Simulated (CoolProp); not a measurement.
A single-stage vapour-compression cycle with fluoroethane (R161): evaporating at 223.15 K (dew point), condensing at 251.15 K (bubble point), superheat 2 K, subcooling 2 K, compressor efficiency 0.7, no pressure losses. Each further row changes one setting.

The numbers come from the reference Helmholtz-energy equation of state, Wu 2012 in CoolProp.

```json
[
 {"case": "as stated", "cooling COP": "5.08", "pressure ratio": "3.57", "discharge temperature (K)": "295.5", "refrigerating effect (kJ/kg)": "389", "volumetric capacity (kJ/m³)": "562"},
 {"case": "evaporating temperature 228.15 K", "cooling COP": "…", "pressure ratio": "2.77", "discharge temperature (K)": "286.9", "refrigerating effect (kJ/kg)": "393", "volumetric capacity (kJ/m³)": "…"},
 {"case": "condensing temperature 246.15 K", "cooling COP": "6.29", "pressure ratio": "2.92", "discharge temperature (K)": "284.1", "refrigerating effect (kJ/kg)": "399", "volumetric capacity (kJ/m³)": "576"},
 {"case": "subcooling 7 K", "cooling COP": "5.21", "pressure ratio": "3.57", "discharge temperature (K)": "295.5", "refrigerating effect (kJ/kg)": "399", "volumetric capacity (kJ/m³)": "576"},
 {"case": "superheat 12 K", "cooling COP": "4.99", "pressure ratio": "3.57", "discharge temperature (K)": "306.4", "refrigerating effect (kJ/kg)": "399", "volumetric capacity (kJ/m³)": "…"},
 {"case": "compressor efficiency 0.6", "cooling COP": "4.35", "pressure ratio": "3.57", "discharge temperature (K)": "305.4", "refrigerating effect (kJ/kg)": "389", "volumetric capacity (kJ/m³)": "562"}
]
```

**Question.** Complete the blanks.

**Answer.** 
- evaporating temperature 228.15 K, cooling COP: 6.44
- evaporating temperature 228.15 K, volumetric capacity (kJ/m³): 720
- superheat 12 K, volumetric capacity (kJ/m³): 551
